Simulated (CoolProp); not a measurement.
Saturation properties of methanol (Tc = 240.2 °C, pc = 8.216 MPa, ω = 0.565).

Model: reference Helmholtz-energy equation of state, de Reuck 1993, in CoolProp.

| T (°C) | p (MPa) | enthalpy of vaporisation (kJ/kg) | vapour Z | surface tension (mN/m) | liquid viscosity (µPa s) | liquid conductivity (mW/(m K)) |
|---|---|---|---|---|---|---|
| 104.15 | 0.4025 | 1011 | 0.8972 | 15.2 | 214 | 185 |
| 112.95 | 0.5238 | 987.0 | 0.8818 | 14.3 | 196 | 183 |
| 121.75 | 0.6729 | 960.8 | 0.8645 | 13.5 | 180 | 181 |
| 130.55 | 0.8542 | 932.3 | 0.8450 | 12.5 | 165 | 180 |
| 139.25 | 1.070 | 901.6 | 0.8235 | 11.6 | 152 | 178 |
| 148.05 | 1.330 | 868.0 | 0.7993 | 10.6 | 140 | 176 |
| 156.85 | 1.637 | 831.5 | 0.7726 | 9.66 | 129 | 175 |
| 165.65 | 1.998 | 792.2 | 0.7440 | 8.64 | 118 | 173 |
| 174.35 | 2.413 | 751.2 | 0.7148 | 7.61 | 109 | 172 |
| 183.15 | 2.897 | 708.3 | 0.6857 | 6.55 | 99.2 | 170 |
| 191.95 | 3.452 | 664.2 | 0.6571 | 5.48 | 90.5 | 169 |
| 200.65 | 4.076 | 617.4 | 0.6268 | 4.41 | 82.2 | 167 |

It boils at 64.5 °C under 1 atm.

Viscosity comes from a separate model (Xiang 2006). Thermal conductivity comes from a separate model (Sykioti 2013). Surface tension comes from a separate correlation (Mulero 2012).
